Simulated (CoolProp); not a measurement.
Saturated liquid density (kg/m³) of sulfur dioxide: the reference equation beside estimates from Tc = 430.6 K, pc = 7.887 MPa, ω = 0.256. Rackett uses Z = 0.29056 − 0.08775 ω.

The numbers come from the reference Helmholtz-energy equation of state, Gao 2016 in CoolProp.

```tsv
T (K)	reference	Rackett	Redlich-Kwong	Peng-Robinson
311.4	1329	1310	1138	1345
321.5	1298	1281	1107	1311
331.5	1267	1250	1074	1275
341.6	1233	1218	1038	1236
351.6	1198	1184	1001	1194
361.7	1160	1148	960.8	1147
371.7	1120	1110	917.8	1096
381.7	1075	1068	871.0	1040
```

Absolute difference from the reference over all 8 rows, mean and median: Rackett 1.1 and 1.2 %, Redlich-Kwong 16.3 and 16.1 %, Peng-Robinson 1.2 and 1.1 %.
